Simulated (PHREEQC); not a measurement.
**Ultrapure water in contact with air or piping: an equilibrium model**

A made-up water analysis in mg/L, 25 °C, pH 6.28, pe 8.8:

```json
[
 {"constituent": "Na", "mg/L": "0.0224"},
 {"constituent": "K", "mg/L": "0.000955"},
 {"constituent": "Ca", "mg/L": "0.0135"},
 {"constituent": "Mg", "mg/L": "0.00134"},
 {"constituent": "Cl", "mg/L": "0.0046"},
 {"constituent": "S(6) as SO4", "mg/L": "0.0131"},
 {"constituent": "Alkalinity as HCO3", "mg/L": "0.0855"},
 {"constituent": "Zn", "mg/L": "0.000546"},
 {"constituent": "Sr", "mg/L": "0.00042"},
 {"constituent": "Si as SiO2", "mg/L": "0.000356"},
 {"constituent": "Br", "mg/L": "3.48e-05"},
 {"constituent": "Ba", "mg/L": "3.52e-05"}
]
```

Valence states are taken as typed.

Equilibrium calculation in PHREEQC: ion-association model, wateq4f.dat.

```json
{
  "ionic_strength": "2.87e-6 mol/kgw",
  "charge_balance_error": "0.1 %"
}
```

```
species  molality  activity   log γ
-------  --------  --------  ------
CO2       2.25e-6   2.25e-6   0.000
HCO3-     1.91e-6   1.90e-6  -0.001
Na+       9.74e-7   9.72e-7  -0.001
H+        5.26e-7   5.25e-7  -0.001
Ca+2      3.37e-7   3.34e-7  -0.003
SO4-2     1.36e-7   1.35e-7  -0.003
```

No solid was allowed to form.
